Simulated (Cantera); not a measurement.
Feed: 1 mol B2O3, 9.7 mol HF, 0.24 mol H2, equilibrated at 13.0 Pa.

These are equilibrium values from Cantera (NASA tables, ideal gas, pure condensed phases), not measurements of a reactor. Candidate condensed phases: B, B2O3, B3O3H3, H2O; 43 gas species. The numbers say what is thermodynamically allowed, not how fast it happens.

x: gas mole fraction; n: condensed amount in mol.

| T (°C) | x HF | x H2O | x BF3 | x BOF | x H2 | x B3O3F3 | n B2O3(l) |
|---|---|---|---|---|---|---|---|
| 500 | 0.424 | 0.329 | 0.218 | 7.22e-6 | 0.0268 | 0.00188 | 0 |
| 550 | 0.441 | 0.319 | 0.208 | (withheld) | 0.0267 | (withheld) | 0 |
| 600 | 0.464 | 0.305 | 0.195 | 0.000327 | 0.0266 | 0.00878 | 0 |
| 650 | 0.490 | 0.290 | 0.180 | 0.00147 | 0.0265 | 0.0130 | 0 |
| 700 | 0.516 | 0.272 | 0.164 | 0.00547 | 0.0262 | 0.0163 | 0 |
| 750 | 0.545 | (withheld) | (withheld) | (withheld) | 0.0259 | 0.0159 | (withheld) |
| 800 | 0.566 | 0.225 | 0.124 | 0.0423 | 0.0252 | 0.0132 | 0 |

Task: Some entries are withheld; supply them.

Result: 
- 550, x BOF: 5.68e-5
- 550, x B3O3F3: 0.00479
- 750, x H2O: 0.250
- 750, x BF3: 0.146
- 750, x BOF: 0.0165
- 750, n B2O3(l): 0.0177
